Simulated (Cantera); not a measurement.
A perfectly stirred reactor is fed with C3H8 : O2 : N2 = 1 : 5.43 : 54.3 (molar parts), equivalence ratio 0.92, at 3000 Torr; it is adiabatic with a 450 K inlet, and is followed from long to short residence time, starting on the burning branch (τ in s: 0.037, 0.016, 0.0072, 0.0032, 0.0014, 0.00062, 0.00027, 0.00012, 5.3e-05, 2.4e-05, 1e-05).

Detailed kinetics in Cantera: GRI-Mech 3.0 (53 species, 325 reactions). GRI-Mech 3.0 was tuned for natural gas; its chemistry of propane as a main component is partial and can be far from experiment.

### Question
Predict: blow-out, bracketed by the residence times tried; x(C3H8) at τ = 37.0 ms; x(O2) at τ = 37.0 ms; x(C2H6) at τ = 37.0 ms; x(CH4) at τ = 37.0 ms; x(OH) at τ = 37.0 ms; x(C3H8) at τ = 0.620 ms; x(O2) at τ = 0.620 ms.

### Answer
```json
{
  "blow_out_bracketed_by_the_residence_times_tried": "burning at 7.20 ms, out at 3.20 ms",
  "x(C3H8) at τ = 37.0 ms": "6.01e-6",
  "x(O2) at τ = 37.0 ms": "0.00767",
  "x(C2H6) at τ = 37.0 ms": "2.57e-8",
  "x(CH4) at τ = 37.0 ms": "4.11e-6",
  "x(OH) at τ = 37.0 ms": "0.000148",
  "x(C3H8) at τ = 0.620 ms": "0.0165",
  "x(O2) at τ = 0.620 ms": "0.0894"
}
```
